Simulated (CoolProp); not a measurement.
Vapour-liquid equilibrium of propylene (1) + cyclohexane (2) at 47.55 °C; x and y are mole fractions of (1).

The numbers come from the multi-fluid Helmholtz-energy mixture model, Lemmon 2013 and Zhou 2014; pair parameters Bell 2016 in CoolProp.

Q: Give the bubble pressure and the first vapour's composition at x = 0.2, 0.5, 0.8. Is there an azeotrope?

A: x = 0.2: 434.0 kPa, y = 0.928; x = 0.5: 971.4 kPa, y = 0.973; x = 0.8: 1503 kPa, y = 0.989. No azeotrope shows between x = 0.05 and 0.95.

Pair parameters are fitted to limited data, so mixtures are less certain than the pure fluids. The gap from Raoult's law changes sign with composition, which may be real or a fault of the pair parameters; it wasn't checked against measurements.
